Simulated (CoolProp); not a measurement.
Vapour-liquid equilibrium of hydrogen sulfide (1) + isobutane (2) at 131 kPa; x and y are mole fractions of (1).

Model: multi-fluid Helmholtz-energy mixture model, Lemmon 2006 and Bücker 2006; pair parameters Kunz 2012, in CoolProp.

```tsv
x	bubble temperature (K)	y at the bubble point	dew temperature at overall composition x (K)	liquid density (mol/L)
0.05	256.5	0.385	(withheld)	10.66
0.15	(withheld)	0.718	264.1	11.75
0.25	232.1	0.833	261.1	12.83
0.35	227.2	0.882	257.7	13.97
0.45	224.5	0.906	254.0	15.22
0.55	222.9	0.921	249.8	16.64
0.65	221.8	(withheld)	244.8	18.30
0.75	220.8	0.943	238.7	20.28
0.85	(withheld)	0.958	230.5	22.70
0.95	218.7	(withheld)	(withheld)	25.75
```

Some entries are withheld; supply them.


- 0.05, dew temperature at overall composition x (K): 266.8
- 0.15, bubble temperature (K): 240.8
- 0.65, y at the bubble point: 0.932
- 0.85, bubble temperature (K): 219.8
- 0.95, y at the bubble point: 0.982
- 0.95, dew temperature at overall composition x (K): 220.3

No azeotrope shows between x = 0.05 and 0.95.

Pair parameters are fitted to limited data, so mixtures are less certain than the pure fluids. With so large a gap from Raoult's law the liquid may split in two, which this calculation doesn't test in full.
